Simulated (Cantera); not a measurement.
A closed system holds: 1 mol Al, a varied amount of H2O, 3.2 mol H2, equilibrated at 1348.15 K and 750 Torr.

Cantera equilibrium calculation (NASA polynomials, part measured and part estimated; ideal gas, pure solids and liquids). Candidate condensed phases: Al, Al2O3, H2O; 19 gas species. Mutual solubility and eutectic melting of coexisting phases are not modelled. Gases not in the tables: Al(OH)3. Kinetics and transport are ignored.

Task: Which condensed phases are stable at each of these points (n(H2O) (mol)): 0.057, 0.082, 0.12, 0.17, 0.24, 0.34, 0.48, 0.69, 0.98, 1.4, 2?

Result: 
| n(H2O) (mol) | condensed phases | Al condensed (%) |
|---|---|---|
| 0.057 | Al(l) + Al2O3(s) | 100.0 |
| 0.082 | Al(l) + Al2O3(s) | 100.0 |
| 0.12 | Al(l) + Al2O3(s) | 100.0 |
| 0.17 | Al(l) + Al2O3(s) | 100.0 |
| 0.24 | Al(l) + Al2O3(s) | 100.0 |
| 0.34 | Al(l) + Al2O3(s) | 100.0 |
| 0.48 | Al(l) + Al2O3(s) | 100.0 |
| 0.69 | Al(l) + Al2O3(s) | 100.0 |
| 0.98 | Al(l) + Al2O3(s) | 100.0 |
| 1.4 | Al(l) + Al2O3(s) | 100.0 |
| 2 | Al2O3(s) | 100.0 |

From 0.057 mol H2O to 1.4 mol H2O the condensed part is Al(l) + Al2O3(s). At 2 mol H2O the condensed part is Al2O3(s).
